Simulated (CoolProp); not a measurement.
The numbers come from the reference Helmholtz-energy equation of state, Thol 2012 in CoolProp.

Task: For benzene, give the phase and the cv (kJ/(kg K)), Prandtl number at 452.8 K and 4.47 MPa; 586.6 K and 4.47 MPa; 620 K and 4.47 MPa.

Result: 
- 452.8 K and 4.47 MPa: liquid; cv 1.66, Prandtl number 3.37
- 586.6 K and 4.47 MPa: gas; cv 2.02, Prandtl number 0.920
- 620 K and 4.47 MPa: gas; cv 2.06, Prandtl number 0.837

Viscosity comes from a separate model (Avgeri 2014). Thermal conductivity comes from a separate model (Assael 2012).
